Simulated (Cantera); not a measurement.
## Pyrogenic steam for wet oxidation

An isothermal, constant-pressure homogeneous reactor starts with 13.3 % H2, 31.0 % O2, 55.7 % N2, at 1125 K and 660 Torr.

Cantera simulation using the H2/O2 subset of GRI-Mech 3.0, which has no nitrogen chemistry; the numbers are that mechanism's predictions, not measurements. The temperature is held fixed by assumption; the heat of reaction is taken as removed at once.

```tsv
t (s)	x H2	x O2	x H2O	x OH	x H2O2	x HO2
3.00e-5	0.133	0.310	7.00e-6	8.00e-7	2.33e-9	1.65e-6
0.000116	0.00792	0.262	0.133	0.000928	1.74e-5	0.000143
0.000452	0.00162	0.261	0.141	0.000107	8.28e-6	4.78e-5
0.00175	0.000424	0.260	0.142	3.67e-5	2.29e-6	1.62e-5
0.00680	5.37e-5	0.260	0.143	1.67e-5	1.67e-7	2.57e-6
0.0264	1.35e-6	0.260	0.143	7.97e-6	2.52e-8	9.47e-8
0.102	5.41e-9	0.260	0.143	3.82e-6	6.22e-9	9.60e-9
0.397	1.10e-9	0.260	0.143	1.97e-6	1.73e-9	6.46e-9
1.54	7.30e-10	0.260	0.143	1.35e-6	8.38e-10	7.38e-9
5.98	7.23e-10	0.260	0.143	1.32e-6	8.00e-10	7.49e-9
23.2	7.23e-10	0.260	0.143	1.32e-6	8.00e-10	7.49e-9
90.0	7.23e-10	0.260	0.143	1.32e-6	8.00e-10	7.49e-9
```
x: mole fraction; the columns are a selection and need not sum to one.

Equilibrium at this temperature and pressure: H2 7.23e-10, O2 0.260, H2O 0.143, OH 1.32e-6, H2O2 8.00e-10, HO2 7.49e-9 (gas phase only).
